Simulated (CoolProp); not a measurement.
Properties of m-xylene along the isobar 1.01 bar (Tc = 343.7 °C, pc = 35.35 bar, ω = 0.326).

Values from CoolProp's reference Helmholtz-energy equation of state, Zhou 2012.

| T (°C) | phase | Z | cv (kJ/(kg K)) | speed of sound (m/s) | isothermal compressibility (1/MPa) | viscosity (µPa s) | conductivity (mW/(m K)) |
|---|---|---|---|---|---|---|---|
| -26.45 | liquid | 0.005787 | 1.184 | 1546 | 0.0006118 | 1240 | 142 |
| -2.45 | liquid | 0.005394 | 1.238 | 1444 | 0.0007145 | 834 | 137 |
| 21.55 | liquid | 0.005071 | 1.301 | 1341 | 0.0008425 | 606 | 131 |
| 45.55 | liquid | 0.004805 | 1.371 | 1239 | 0.001003 | 466 | 125 |
| 69.45 | liquid | 0.004585 | 1.446 | 1141 | 0.001203 | 373 | 118 |
| 93.45 | liquid | 0.004402 | 1.525 | 1046 | 0.001459 | 306 | 112 |
| 117.45 | liquid | 0.004252 | 1.604 | 955.5 | 0.001789 | 256 | 106 |
| 141.45 | gas | 0.9578 | 1.570 | 177.7 | 10.36 | 8.91 | 19.2 |
| 165.45 | gas | 0.9660 | 1.648 | 183.9 | 10.26 | 9.43 | 21.7 |
| 189.35 | gas | 0.9720 | 1.722 | 189.7 | 10.19 | 9.95 | 24.2 |
| 213.35 | gas | 0.9766 | 1.794 | 195.2 | 10.14 | 10.5 | 26.9 |
| 237.35 | gas | 0.9803 | 1.863 | 200.4 | 10.10 | 11.0 | 29.6 |
| 261.35 | gas | 0.9831 | 1.930 | 205.5 | 10.07 | 11.5 | 32.5 |

Viscosity comes from a separate model (Cao 2016). Thermal conductivity comes from a separate model (Mylona 2014).
